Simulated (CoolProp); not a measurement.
Vapour-liquid equilibrium of ethylene (1) + 1-butene (2) at 0.092 MPa; x and y are mole fractions of (1).

The numbers come from the multi-fluid Helmholtz-energy mixture model, Smukala 2000 and Lemmon 2005; pair parameters Bell 2016 in CoolProp.

```tsv
x	bubble temperature (K)	y at the bubble point	dew temperature at overall composition x (K)	liquid density (mol/L)
0.05	234.7	0.749	263.1	12.01
0.15	206.5	0.959	260.4	13.06
0.25	194.2	0.985	257.4	13.87
0.35	186.8	0.993	254.1	14.64
0.45	181.8	0.996	250.4	15.41
0.55	178.0	0.998	246.1	16.20
0.65	175.0	0.999	241.0	17.04
0.75	172.6	0.999	234.6	17.92
0.85	170.5	1.000	225.6	18.84
0.95	168.6	1.000	209.0	19.81
```

No azeotrope shows between x = 0.05 and 0.95.

The pair parameters rest on a limited set of measurements; away from them the model extrapolates. The gap from Raoult's law changes sign with composition, which may be real or a fault of the pair parameters; it wasn't checked against measurements.
